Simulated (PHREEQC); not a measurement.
Spent oxide etchant (model solution)

Dissolve 0.034 mol/kgw HF and 0.02 mol/kgw H2SiF6 at 20 °C. Closed to the air; pH follows from the charge balance.

Equilibrium calculation in PHREEQC: ion-association model, wateq4f.dat.

The pH is 1.46. The ionic strength comes out as 0.0608 mol/kgw and the total alkalinity is -154 meq/kg.

```tsv
species	molality	activity	log γ
H+	0.0408	0.0346	-0.072
HF	0.0281	0.0285	0.006
SiF6-2	0.0200	0.00882	-0.355
H2F2	0.00249	0.00253	0.006
F-	0.000752	0.000601	-0.097
HF2-	7.88e-5	6.30e-5	-0.097
H4SiO4	5.32e-8	5.40e-8	0.006
```

No solid was allowed to form. Species that the database lacks are ignored. SiF6-2 is the database's only silicon fluoride.
